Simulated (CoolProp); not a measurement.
Vapour-liquid equilibrium of cyclohexane (1) + n-dodecane (2) at 375.1 K; x and y are mole fractions of (1).

The numbers come from the multi-fluid Helmholtz-energy mixture model, Zhou 2014 and Lemmon 2004; pair parameters Bell 2016 in CoolProp.

```json
[
 {"x": "0.05", "bubble pressure, mixture model (MPa)": "0.009431", "bubble pressure, Raoult's law (MPa)": "0.01131", "y, mixture model": "0.774", "y, Raoult's law": "0.813"},
 {"x": "0.125", "bubble pressure, mixture model (MPa)": "0.02070", "bubble pressure, Raoult's law (MPa)": "0.02494", "y, mixture model": "0.904", "y, Raoult's law": "0.922"},
 {"x": "0.2", "bubble pressure, mixture model (MPa)": "0.03255", "bubble pressure, Raoult's law (MPa)": "0.03857", "y, mixture model": "0.944", "y, Raoult's law": "0.954"},
 {"x": "0.275", "bubble pressure, mixture model (MPa)": "0.04500", "bubble pressure, Raoult's law (MPa)": "0.05220", "y, mixture model": "0.963", "y, Raoult's law": "0.969"},
 {"x": "0.35", "bubble pressure, mixture model (MPa)": "0.05802", "bubble pressure, Raoult's law (MPa)": "0.06583", "y, mixture model": "0.974", "y, Raoult's law": "0.978"},
 {"x": "0.425", "bubble pressure, mixture model (MPa)": "0.07157", "bubble pressure, Raoult's law (MPa)": "0.07946", "y, mixture model": "0.981", "y, Raoult's law": "0.984"},
 {"x": "0.5", "bubble pressure, mixture model (MPa)": "0.08557", "bubble pressure, Raoult's law (MPa)": "0.09309", "y, mixture model": "0.986", "y, Raoult's law": "0.988"},
 {"x": "0.575", "bubble pressure, mixture model (MPa)": "0.09995", "bubble pressure, Raoult's law (MPa)": "0.1067", "y, mixture model": "0.990", "y, Raoult's law": "0.991"},
 {"x": "0.65", "bubble pressure, mixture model (MPa)": "0.1146", "bubble pressure, Raoult's law (MPa)": "0.1204", "y, mixture model": "0.993", "y, Raoult's law": "0.994"},
 {"x": "0.725", "bubble pressure, mixture model (MPa)": "0.1295", "bubble pressure, Raoult's law (MPa)": "0.1340", "y, mixture model": "0.995", "y, Raoult's law": "0.995"},
 {"x": "0.8", "bubble pressure, mixture model (MPa)": "0.1444", "bubble pressure, Raoult's law (MPa)": "0.1476", "y, mixture model": "0.997", "y, Raoult's law": "0.997"},
 {"x": "0.875", "bubble pressure, mixture model (MPa)": "0.1593", "bubble pressure, Raoult's law (MPa)": "0.1612", "y, mixture model": "0.998", "y, Raoult's law": "0.998"},
 {"x": "0.95", "bubble pressure, mixture model (MPa)": "0.1742", "bubble pressure, Raoult's law (MPa)": "0.1749", "y, mixture model": "0.999", "y, Raoult's law": "0.999"}
]
```

The largest gap from Raoult's law is -17.0 % in bubble pressure, at x = 0.125. No azeotrope shows between x = 0.05 and 0.95.

The pair parameters rest on a limited set of measurements; away from them the model extrapolates.
